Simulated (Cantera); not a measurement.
A closed system holds: 1 mol n-butane, 2.9 mol CO₂, 0.35 mol H₂, equilibrated at 1573 K and 1.80 bar.

Cantera equilibrium calculation (NASA polynomials, part measured and part estimated; ideal gas, pure solids and liquids). Candidate condensed phases: C, C₆H₆, C₇H₈, C₈H₁₈, H₂O; 110 gas species. Equilibrium is a limit: real reactors are often held back by kinetics, nucleation or transport.

Base state: CO 0.520, H₂ 0.478, CH₄ 0.000756, H₂O 0.000466, CO₂ 0.000175, H 2.10e-5 (mole fractions); condensed: C(graphite).

Problem. What changes in the equilibrium state with this change: n-butane replaced by C?

Solution. 
```tsv
species	before	after
CO	0.520	0.527
CO₂	0.000175	0.391
H₂O	0.000466	0.0562
H₂	0.478	0.0262
CH₄	0.000756	1.04e-9
H	2.10e-5	4.90e-6
C(graphite), mol	1.10	0
```
